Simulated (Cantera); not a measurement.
Standard-state values (1 bar) from the NASA 1993 polynomials, evaluated with Cantera. Values are per mole of reaction as written; species without (g) are pure solids or liquids, kept so even where they would boil at 1 bar.

CaBr2 → Ca(g) + Br2(g)

```json
[
 {"T (K)": "300", "ΔH° (kJ)": "[?]", "ΔS° (J/K)": "[?]", "ΔG° (kJ)": "[?]", "log10 K": "[?]", "condensed phases": "CaBr2(s)"},
 {"T (K)": "1573", "ΔH° (kJ)": "815.7", "ΔS° (J/K)": "190.5", "ΔG° (kJ)": "516.0", "log10 K": "-17.13", "condensed phases": "CaBr2(l)"},
 {"T (K)": "1673", "ΔH° (kJ)": "[?]", "ΔS° (J/K)": "[?]", "ΔG° (kJ)": "[?]", "log10 K": "[?]", "condensed phases": "CaBr2(l)"},
 {"T (K)": "1773", "ΔH° (kJ)": "804.9", "ΔS° (J/K)": "184.1", "ΔG° (kJ)": "478.5", "log10 K": "-14.10", "condensed phases": "CaBr2(l)"},
 {"T (K)": "1873", "ΔH° (kJ)": "799.6", "ΔS° (J/K)": "181.2", "ΔG° (kJ)": "460.3", "log10 K": "-12.84", "condensed phases": "CaBr2(l)"},
 {"T (K)": "1973", "ΔH° (kJ)": "[?]", "ΔS° (J/K)": "[?]", "ΔG° (kJ)": "[?]", "log10 K": "[?]", "condensed phases": "CaBr2(l)"},
 {"T (K)": "2073", "ΔH° (kJ)": "[?]", "ΔS° (J/K)": "[?]", "ΔG° (kJ)": "[?]", "log10 K": "[?]", "condensed phases": "CaBr2(l)"},
 {"T (K)": "2173", "ΔH° (kJ)": "783.7", "ΔS° (J/K)": "173.3", "ΔG° (kJ)": "407.1", "log10 K": "-9.79", "condensed phases": "CaBr2(l)"}
]
```

Problem. Complete the blanks.

Solution. 
- 300, ΔH° (kJ): 891.9
- 300, ΔS° (J/K): 270.6
- 300, ΔG° (kJ): 810.8
- 300, log10 K: -141.16
- 1673, ΔH° (kJ): 810.3
- 1673, ΔS° (J/K): 187.2
- 1673, ΔG° (kJ): 497.1
- 1673, log10 K: -15.52
- 1973, ΔH° (kJ): 794.3
- 1973, ΔS° (J/K): 178.4
- 1973, ΔG° (kJ): 442.3
- 1973, log10 K: -11.71
- 2073, ΔH° (kJ): 789.0
- 2073, ΔS° (J/K): 175.8
- 2073, ΔG° (kJ): 424.6
- 2073, log10 K: -10.70
